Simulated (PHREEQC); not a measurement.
0.1 g of hydrous ferric oxide (600 m²/g; 0.2 weak and 0.005 strong sites per Fe, Dzombak-Morel constants, diffuse double layer) in 1 kg of water with 0.001 mol/kgw of an inert sodium salt and 1.7e-05 mol CuSO4 and 0.00023 mol ZnCl2, at 25 °C; the pH is set by adding NaOH or the inert anion's acid. Oxygen is held at 0.21 atm. CO2 from the air is kept out. Precipitation was switched off in this run.

Base run: PHREEQC, ion-association model, wateq4f.dat. Each further column changes one thing. The table gives Cu sorbed (%).

| pH | base | no electrostatic term (-no_edl) | background salt from 0.001 to 0.0001 mol/kgw | oxide from 0.1 to 0.5 g/kgw | 0.00035 mol/kgw MgCl2 added |
|---|---|---|---|---|---|
| 4 | 1.0 | 2.1 | 0.9 | 4.3 | ___ |
| 5 | 24.6 | 42.1 | 24.1 | 63.1 | 25.0 |
| 6 | 87.1 | 97.0 | ___ | 97.2 | 87.1 |
| 7 | 97.1 | 99.6 | 97.0 | 99.7 | 97.2 |
| 8 | 64.1 | ___ | 62.7 | 99.7 | 64.9 |
| 9 | 19.3 | 63.8 | 19.0 | 99.7 | 17.6 |
| 10 | 17.0 | 15.9 | 17.0 | 99.6 | 3.1 |
| 11 | 19.6 | 0.5 | 19.7 | 99.4 | 0.2 |
| 12 | 34.1 | 0.0 | ___ | 95.1 | 0.0 |

Problem. Some entries are withheld; supply them.

Solution. 
- 4, 0.00035 mol/kgw MgCl2 added: 1.1
- 6, background salt from 0.001 to 0.0001 mol/kgw: 87.0
- 8, no electrostatic term (-no_edl): 94.8
- 12, background salt from 0.001 to 0.0001 mol/kgw: 34.4

In at least one series the solution becomes supersaturated in solids that the run did not let form, among them Cu(OH)2, Zn(OH)2-e, Zn4(OH)6SO4, Zn5(OH)8Cl2. The database's constant for dissolved Cu(OH)2 is higher than later reviews accept.
